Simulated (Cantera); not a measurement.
A closed system holds: 1 mol SiO2, 900 mol H2, 2.5 mol N2, held at 1123.15 K and 0.000760 bar.

Method: chemical equilibrium by Gibbs-energy minimisation in Cantera with the NASA 1993 tables (ideal gas, pure condensed phases). Candidate condensed phases: H2O, Si, SiO2, Si2N2O, Si3N4; 35 gas species. N2 is the only nitrogen source here; it is nearly inert below about 1500 K, so the nitride shown seldom forms there in practice. Mutual solubility and eutectic melting of coexisting phases are not modelled. Kinetics and transport are ignored.

Base state: H2 0.997, N2 0.00277 (mole fractions); condensed: SiO2(β-quartz) + Si2N2O(s).

**Question.** What changes in the equilibrium state with this change: temperature from 1123.15 K to 1575 K?

**Answer.** 
```csv
species,before,after
H2,0.997,0.994
N2,0.00277,0.00276
H,1.55e-6,0.00150
SiO,2.87e-7,0.00111
H2O,3.31e-6,0.00111
"SiO2(β-quartz), mol",0.998,0
"Si2N2O(s), mol",0.000910,0
```
